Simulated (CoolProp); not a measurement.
Saturation properties of C3F8 (R218) (Tc = 345.0 K, pc = 2.640 MPa, ω = 0.317).

Computed with CoolProp (reference Helmholtz-energy equation of state, Lemmon 2006). It is a short technical equation, of lower accuracy than the large ones.

| T (K) | p (MPa) | liquid cp (kJ/(kg K)) | vapour Z |
|---|---|---|---|
| 267.2 | 0.3400 | 1.054 | 0.8793 |
| 272.9 | 0.4111 | 1.072 | 0.8626 |
| 278.5 | 0.4913 | 1.091 | 0.8446 |
| 284.2 | 0.5844 | 1.112 | 0.8247 |
| 289.9 | 0.6901 | 1.135 | 0.8028 |
| 295.6 | 0.8094 | 1.162 | 0.7789 |
| 301.3 | 0.9434 | 1.194 | 0.7527 |
| 306.9 | 1.091 | 1.231 | 0.7242 |
| 312.6 | 1.258 | 1.279 | 0.6920 |
| 318.3 | 1.444 | 1.343 | 0.6558 |
| 324 | 1.650 | 1.436 | 0.6144 |
| 329.7 | 1.880 | 1.591 | 0.5658 |

It boils at 236.4 K under 1 atm.
